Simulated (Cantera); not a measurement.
Input (Python, Cantera) and output of one run.

```python
import numpy as np
import cantera as ct

gas_names = """
    Fe H H2 H2S N NH NH2 NH3 N2 N2H2 N2H4 S SH SN S2 S8
""".split()
cond_names = """
    Fe(a) Fe(c) Fe(d) Fe(L) FeS(a) FeS(b) FeS(c) FeS(L) FeS2(s) S(cr1) S(cr2) S(L)
""".split()


def load(file, names, dense=False):
    # The tables refer to 1 bar. Condensed volumes are neglected.
    table = {s.name: s for s in ct.Species.list_from_file(file)}
    out = []
    for n in names:
        d = dict(table[n].input_data)
        d["thermo"] = dict(d["thermo"], **{"reference-pressure": 1e5})
        if dense:
            d["equation-of-state"] = {"model": "constant-volume", "density": "1e6 g/cm^3"}
        out.append(ct.Species.from_dict(d))
    return out


gas = ct.Solution(thermo="ideal-gas", species=load("nasa_gas.yaml", gas_names))
cond = {s.name: ct.Solution(thermo="fixed-stoichiometry", species=[s], name=s.name)
        for s in load("nasa_condensed.yaml", cond_names, dense=True)}
atoms = {
    'FeS2': {'Fe': 1, 'S': 2},
    'H2': {'H': 2},
    'N2': {'N': 2},
}
top_T = {'FeS2(s)': 1010}  # K; cautious upper limits of use, not melting points


def equilibrate(T, P, feed):
    n = {}
    for name, mol in feed.items():
        for a, k in atoms[name].items():
            n[a] = n.get(a, 0.0) + k * mol
    gas.TPX = T, P, n
    mass = sum(n.values()) * gas.mean_molecular_weight
    gas.equilibrate("TP")
    valid = [c for c in cond.values() if c.min_temp <= T <= top_T.get(c.name, c.max_temp)]
    mix = ct.Mixture([(gas, mass / gas.mean_molecular_weight)] + [(c, 0.0) for c in valid])
    mix.T, mix.P = T, P
    mix.equilibrate("TP", solver="vcs", rtol=1e-11, max_steps=5000)
    return mix


results = []
feed = {'FeS2': 1, 'H2': 6.3, 'N2': 11}  # mol
T = 1373  # K
P = 1000  # Pa
mix = equilibrate(T, P, feed)
results.append((T, P, feed, dict(zip(mix.species_names, mix.species_moles))))
x = sorted(zip(gas.X, gas.species_names), reverse=True)
print(f"T = {T:g} K  P = {P:g} Pa  gas = {mix.phase_moles(0):.4g} mol")
print("   x: " + "  ".join(f"{s} {v:.3e}" for v, s in x if v > 0.0001))
print("   condensed (mol): " + ("  ".join(f"{mix.phase(i).name} {mix.phase_moles(i):.4g}"
      for i in range(1, mix.n_phases) if mix.phase_moles(i) > 1e-12) or "none"))
```

Result:

```
T = 1373 K  P = 1000 Pa  gas = 17.55 mol
   x: N2 6.266e-01  H2 3.306e-01  H2S 2.799e-02  S2 1.416e-02  SH 6.390e-04
   condensed (mol): FeS(c) 1
```

These are equilibrium values from Cantera (NASA tables, ideal gas, pure condensed phases), not measurements of a reactor. FeS: taken at fixed stoichiometry.
